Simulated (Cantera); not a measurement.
Input: 1 mol SiO2, 12 mol CO, at 1050 K.

Equilibrium computed with Cantera from the NASA thermochemical tables; the gas is ideal and each condensed phase is pure. Candidate condensed phases: C, Si, SiC, SiO2; 20 gas species. Kinetics and transport are ignored.

x: gas mole fraction; n: condensed amount in mol.

```json
[
 {"P (Pa)": "10", "x CO": "1.000", "x CO2": "2.14e-5", "x SiO": "…", "n SiO2(β-quartz)": "1.00", "n C(graphite)": "0"},
 {"P (Pa)": "42", "x CO": "1.000", "x CO2": "8.98e-5", "x SiO": "…", "n SiO2(β-quartz)": "1.00", "n C(graphite)": "0"},
 {"P (Pa)": "180", "x CO": "1.000", "x CO2": "0.000385", "x SiO": "…", "n SiO2(β-quartz)": "1.00", "n C(graphite)": "0.00461"},
 {"P (Pa)": "750", "x CO": "0.998", "x CO2": "0.00160", "x SiO": "…", "n SiO2(β-quartz)": "1.00", "n C(graphite)": "0.0191"},
 {"P (Pa)": "3200", "x CO": "0.993", "x CO2": "0.00675", "x SiO": "<1e-12", "n SiO2(β-quartz)": "1.00", "n C(graphite)": "0.0804"},
 {"P (Pa)": "13000", "x CO": "0.974", "x CO2": "0.0263", "x SiO": "<1e-12", "n SiO2(β-quartz)": "1.00", "n C(graphite)": "0.308"},
 {"P (Pa)": "56000", "x CO": "0.902", "x CO2": "0.0975", "x SiO": "<1e-12", "n SiO2(β-quartz)": "1.00", "n C(graphite)": "1.07"},
 {"P (Pa)": "240000", "x CO": "0.728", "x CO2": "0.272", "x SiO": "<1e-12", "n SiO2(β-quartz)": "1.00", "n C(graphite)": "2.57"},
 {"P (Pa)": "1000000", "x CO": "0.489", "x CO2": "0.511", "x SiO": "<1e-12", "n SiO2(β-quartz)": "1.00", "n C(graphite)": "4.06"}
]
```

Problem. Fill in the missing entries.

Solution. 
- 10, x SiO: 6.58e-9
- 42, x SiO: 3.73e-10
- 180, x SiO: 2.03e-11
- 750, x SiO: 1.17e-12
